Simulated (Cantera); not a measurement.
A freely propagating, adiabatic, planar premixed flame of 38.4 % H2, 13.7 % O2, 47.9 % N2, unburnt at 675 K and 3.65 atm; multicomponent+Soret transport, grid criteria slope 0.08 and curve 0.16, no radiation.

Cantera simulation using the H2/O2 subset of GRI-Mech 3.0, which has no nitrogen chemistry; the numbers are that mechanism's predictions, not measurements. The hydrogen kinetics of GRI-Mech 3.0 are dated; newer H2 mechanisms differ, most at raised pressure. Burning velocities carry a grid error of a few per cent, more on coarse grids.

Q: Predict: laminar burning velocity; thermal thickness; peak x(O); peak x(H); peak x(OH).

A: 
| Quantity | Value |
|---|---|
| laminar burning velocity | 1130 cm/s |
| thermal thickness | 0.0856 mm |
| peak x(O) | 0.00764 |
| peak x(H) | 0.0687 |
| peak x(OH) | 0.0157 |
